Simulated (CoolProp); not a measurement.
Carbon dioxide along the isotherm 388 K: Z from the reference equation and from simpler models built on Tc = 304.1 K, pc = 73.77 bar, ω = 0.224; each cubic takes its own stable root.

Values from CoolProp's reference Helmholtz-energy equation of state, Span 1996.

```csv
p (bar),phase,reference
7.9,gas,0.9840
15.8,gas,0.9678
23.7,gas,0.9516
31.6,gas,0.9353
39.5,gas,0.9188
47.4,gas,0.9023
55.3,gas,0.8858
63.2,gas,0.8692
71.1,gas,0.8526
79,supercritical,0.8361
86.9,supercritical,0.8196
94.9,supercritical,0.8032
103,supercritical,0.7867
111,supercritical,0.7709
```

How far does each simpler model (Pitzer virial, van der Waals, Redlich-Kwong, Soave-Redlich-Kwong, Peng-Robinson) lie from the reference over these 14 states: mean and median of the absolute difference, and the worst?


- Pitzer virial: mean 0.7 %, median 0.7 %, worst +1.3 % at 388 K and 111 bar
- van der Waals: mean 2.8 %, median 2.2 %, worst -7.4 % at 388 K and 111 bar
- Redlich-Kwong: mean 1.6 %, median 1.5 %, worst -3.2 % at 388 K and 111 bar
- Soave-Redlich-Kwong: mean 1.3 %, median 1.0 %, worst +3.3 % at 388 K and 111 bar
- Peng-Robinson: mean 1.0 %, median 1.1 %, worst -1.4 % at 388 K and 79 bar
